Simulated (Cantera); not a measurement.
A Cantera script and what it prints.

```python
import numpy as np
import cantera as ct

gas_names = [...]  # 110 gases of nasa_gas.yaml made of C, F, H
cond_names = """
    C(gr) C6H6(L) C7H8(L) C8H18(L),n-octa
""".split()


# ... load() reads the species with a 1 bar reference pressure and builds the phases ...
atoms = {
    'CF4': {'C': 1, 'F': 4},
    'H2': {'H': 2},
}
top_T = {'C(gr)': 4500}  # K; cautious upper limits of use, not melting points


# ... equilibrate(T, P, feed) seeds the gas with the atoms and calls Mixture.equilibrate('TP', solver="vcs", rtol=1e-11, max_steps=5000) ...
results = []
feed = {'CF4': 1, 'H2': 2.1}  # mol
P = 1333.22  # Pa
for T in [3000, 3250, 3500, 3750, 4000, 4250, 4500, 4750, 5000]:
    mix = equilibrate(T, P, feed)
    results.append((T, P, feed, dict(zip(mix.species_names, mix.species_moles))))

top = {s: max(r[3][s] / sum(r[3][g] for g in gas_names) for r in results) for s in gas_names}
cols = sorted((s for s in top if top[s] > 1e-06), key=lambda s: -top[s])[:7]
seen = [c for c in cond_names if any(r[3].get(c, 0) > 1e-12 for r in results)]
print("log10 of partial pressures in bar; condensed amounts in mol")
print(f"{'T/K':>10s}" + "".join(f"{s[:9]:>10s}" for s in cols + seen))
for T, P, feed, n in results:
    ng = sum(n[g] for g in gas_names)
    print(f"{T:10.4g}" + "".join(f"{np.log10(max(n[s] / ng * P / 1e5, 1e-99)):10.3f}" for s in cols)
          + "".join(f"{n.get(c, 0):10.4g}" for c in seen))
```

It prints:

```
log10 of partial pressures in bar; condensed amounts in mol
       T/K        HF         H         F         C        C3        CF        C2     C(gr)
      3000    -1.994    -2.819    -2.986    -4.295    -3.506    -3.923    -4.499    0.5563
      3250    -2.161    -2.543    -2.631    -3.620    -3.275    -3.639    -3.969         0
      3500    -2.434    -2.355    -2.407    -3.209    -3.579    -3.644    -3.848         0
      3750    -2.834    -2.266    -2.300    -2.964    -4.178    -3.849    -3.967         0
      4000    -3.282    -2.234    -2.260    -2.874    -5.079    -4.206    -4.321         0
      4250    -3.718    -2.222    -2.245    -2.851    -6.040    -4.600    -4.745         0
      4500    -4.120    -2.218    -2.240    -2.844    -6.937    -4.972    -5.150         0
      4750    -4.484    -2.217    -2.238    -2.841    -7.750    -5.312    -5.521         0
      5000    -4.815    -2.216    -2.238    -2.841    -8.487    -5.621    -5.857         0
```

Cantera equilibrium calculation (NASA polynomials, part measured and part estimated; ideal gas, pure solids and liquids).
